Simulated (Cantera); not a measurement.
A closed system holds: 1 mol borazine, 21 mol N₂, 37 mol H₂, at 1373 K and 0.133 bar.

Cantera equilibrium calculation (NASA polynomials, part measured and part estimated; ideal gas, pure solids and liquids). Candidate condensed phases: B, BN; 15 gas species. The feed counts by its element totals alone. Equilibrium is a limit: real reactors are often held back by kinetics, nucleation or transport.

Base state: H₂ 0.656, N₂ 0.344 (mole fractions); condensed: BN(s).

Problem. What changes in the equilibrium state with this change: borazine replaced by B₂O₃?

Solution. 
| species | before | after |
|---|---|---|
| H₂ | 0.656 | 0.636 |
| N₂ | 0.344 | 0.361 |
| H₂O | 0 | 0.00191 |
| HBO₂ | 0 | 0.000842 |
| HBO | 0 | 6.48e-5 |
| BN(s), mol | 3.00 | 0.0887 |
| B₂O₃(l), mol | 0 | 0.929 |
N₂ is the only nitrogen source here; it is nearly inert below about 1500 K, so the nitride shown seldom forms there in practice. Mutual solubility and eutectic melting of coexisting phases are not modelled. Gases not in the tables: H₃BO₃. Further candidate phases: B₂O₃, B₃O₃H₃, H₂O.
